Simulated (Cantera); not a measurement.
Mixture: CO : H₂ : CH₄ : O₂ : N₂ = 1 : 0.086 : 0.035 : 1.08 : 7.31 (molar parts), equivalence ratio 0.57, at 0.430 bar, adiabatic and at constant volume. Ignition delay is the time to a rise of 400 K.

Detailed kinetics in Cantera: GRI-Mech 3.0 (53 species, 325 reactions). Where the delays flatten at high temperature, the 400 K rule measures the pace of heat release, not the induction time.

Question: Predict: delay at 1298 K; delay at 1448 K; delay at 1598 K; delay at 1748 K.

Answer: 
```
Property            Value
---------------  --------
delay at 1298 K  0.587 ms
delay at 1448 K  0.544 ms
delay at 1598 K  0.618 ms
delay at 1748 K  0.774 ms
```
